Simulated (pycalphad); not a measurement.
Phase fractions of Ti-0.5234Si-0.9355Fe (wt.%)

Source of the numbers: pycalphad with the COST 507 light-alloy database (1999); pressure 1 atm. These are 1990s assessments: newer ones move some temperatures and phases. The system is extrapolated from its subsystems; higher-order compounds may be missing. Phase fractions are per mole of atoms. Kinetics are ignored, which matters at the lower temperatures.

| T (°C) | LIQUID | BCC_A2 | HCP_A3 | SITI3 | FETI |
|---|---|---|---|---|---|
| 1657 | 1.000 | - | - | - | - |
| 1577 | 0.165 | 0.835 | - | - | - |
| 1497 | - | 1.000 | - | - | - |
| 817 | - | 0.369 | 0.623 | 0.009 | - |
| 737 | - | 0.135 | 0.849 | 0.016 | - |
| 657 | - | 0.083 | 0.899 | 0.018 | - |
| 577 | - | 0.061 | 0.919 | 0.020 | - |
| 497 | - | - | 0.963 | 0.021 | 0.016 |
| 417 | - | - | 0.961 | 0.023 | 0.016 |
| 337 | - | - | 0.960 | 0.024 | 0.016 |
| 257 | - | - | 0.958 | 0.026 | 0.016 |

Database names, with the compositions (at.%) that they take in these runs: SITI3: Ti 75 Si 25; FETI: Ti 50 Fe 50. BCC_A2 is bcc; HCP_A3 is hcp.
